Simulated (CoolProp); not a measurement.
Vapour-liquid equilibrium of R1234yf (1) + R1234ze(E) (2) at 0.294 MPa; x and y are mole fractions of (1).

Values from CoolProp's multi-fluid Helmholtz-energy mixture model, Lemmon 2022 and Thol 2016; pair parameters Bell 2022.

Q: Give the bubble temperature and the first vapour's composition at x = 0.05, 0.35, 0.425. Is there an azeotrope?

A: x = 0.05: 281.0 K, y = 0.071; x = 0.35: 277.3 K, y = 0.429; x = 0.425: 276.5 K, y = 0.506. No azeotrope shows between x = 0.05 and 0.95.

Pair parameters are fitted to limited data, so mixtures are less certain than the pure fluids.
